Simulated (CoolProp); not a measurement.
Saturated liquid density (kg/m³) of n-undecane: the reference equation beside estimates from Tc = 638.8 K, pc = 1990 kPa, ω = 0.539. Rackett uses Z = 0.29056 − 0.08775 ω.

Values from CoolProp's reference Helmholtz-energy equation of state, Aleksandrov 2011. It is a short technical equation, of lower accuracy than the large ones.

```
T (K)  reference  Rackett  Peng-Robinson
-----  ---------  -------  -------------
293.3      740.1    788.4          683.5
313.5      724.7    772.6          675.0
333.6      709.4    756.5          665.7
353.7      694.0    740.0          655.6
373.8      678.5    723.0          644.6
393.9      662.7    705.5          632.6
414        646.5    687.4          619.5
434.2      629.7    668.5          604.9
454.3      612.4    648.9          588.8
474.4      594.3    628.4          571.0
494.5      575.2    606.8          551.0
514.6      554.7    583.7          528.4
534.8      532.4    558.7          502.5
554.9      507.8    531.4          472.8
```

Absolute difference from the reference over all 14 rows, mean and median: Rackett 6.0 and 6.2 %, Peng-Robinson 5.2 and 4.9 %.
